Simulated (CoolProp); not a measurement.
Model: reference Helmholtz-energy equation of state, Thol 2019, in CoolProp.

### Question
Give the vapour pressure (MPa), enthalpy of vaporisation (kJ/kg), surface tension (mN/m) of saturated n-hexane at 253.5, 256.5 K.

### Answer
```
T (K)  p (MPa)  enthalpy of vaporisation (kJ/kg)  surface tension (mN/m)
-----  -------  --------------------------------  ----------------------
253.5  0.00191                               396                    22.6
256.5  0.00231                               394                    22.3
```

Surface tension comes from a separate correlation (Mulero 2012).
